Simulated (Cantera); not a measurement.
A closed system holds: 1 mol c-C₄F₈, at 1300 Pa.

Cantera equilibrium calculation (NASA polynomials, part measured and part estimated; ideal gas, pure solids and liquids). Candidate condensed phases: C; 13 gas species. The feed counts by its element totals alone. Rates play no part.

x: gas mole fraction; n: condensed amount in mol.

```tsv
T (K)	x F	x CF	x C₃	x CF₂	x C	x C₂	x C₅	n C(graphite)
2950	0.827	0.0861	0.0140	0.0690	0.00240	0.00140	0.000219	2.45
3025	0.814	…	…	…	…	…	…	…
3100	0.775	0.110	…	…	…	…	…	…
3175	0.755	0.107	0.0912	0.0172	0.0163	0.0110	0.00208	0
3250	0.762	0.0974	0.0903	0.0100	0.0240	0.0140	0.00157	0
3325	0.765	0.0882	0.0873	0.00588	0.0345	0.0174	0.00115	0
3400	0.765	0.0791	0.0824	0.00347	0.0483	0.0209	0.000824	0
```

Question: Fill in the missing entries.

Answer: 
- 3025, x CF: 0.0992
- 3025, x C₃: 0.0313
- 3025, x CF₂: 0.0461
- 3025, x C: 0.00494
- 3025, x C₂: 0.00319
- 3025, x C₅: 0.000617
- 3025, n C(graphite): 1.98
- 3100, x C₃: 0.0672
- 3100, x CF₂: 0.0293
- 3100, x C: 0.00979
- 3100, x C₂: 0.00697
- 3100, x C₅: 0.00165
- 3100, n C(graphite): 0.830
